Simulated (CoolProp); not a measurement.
Saturation properties of chlorine.

Values from CoolProp's reference Helmholtz-energy equation of state, Thol 2021.

```json
[
 {"T (K)": "269.3", "p (kPa)": "323.8", "liquid density (kg/m³)": "1479", "vapour density (kg/m³)": "10.90"},
 {"T (K)": "272.8", "p (kPa)": "363.9", "liquid density (kg/m³)": "1469", "vapour density (kg/m³)": "12.16"},
 {"T (K)": "276.4", "p (kPa)": "409.0", "liquid density (kg/m³)": "1458", "vapour density (kg/m³)": "13.56"},
 {"T (K)": "279.9", "p (kPa)": "456.7", "liquid density (kg/m³)": "1448", "vapour density (kg/m³)": "15.04"},
 {"T (K)": "283.4", "p (kPa)": "508.4", "liquid density (kg/m³)": "1438", "vapour density (kg/m³)": "16.64"},
 {"T (K)": "286.9", "p (kPa)": "564.4", "liquid density (kg/m³)": "1427", "vapour density (kg/m³)": "18.37"},
 {"T (K)": "290.4", "p (kPa)": "624.9", "liquid density (kg/m³)": "1417", "vapour density (kg/m³)": "20.23"},
 {"T (K)": "293.9", "p (kPa)": "690.1", "liquid density (kg/m³)": "1406", "vapour density (kg/m³)": "22.23"},
 {"T (K)": "297.5", "p (kPa)": "762.2", "liquid density (kg/m³)": "1395", "vapour density (kg/m³)": "24.44"},
 {"T (K)": "301", "p (kPa)": "837.5", "liquid density (kg/m³)": "1384", "vapour density (kg/m³)": "26.74"},
 {"T (K)": "304.5", "p (kPa)": "918.0", "liquid density (kg/m³)": "1373", "vapour density (kg/m³)": "29.21"},
 {"T (K)": "308", "p (kPa)": "1004", "liquid density (kg/m³)": "1362", "vapour density (kg/m³)": "31.86"},
 {"T (K)": "311.5", "p (kPa)": "1096", "liquid density (kg/m³)": "1350", "vapour density (kg/m³)": "34.68"}
]
```

It boils at 239.2 K under 1 atm.
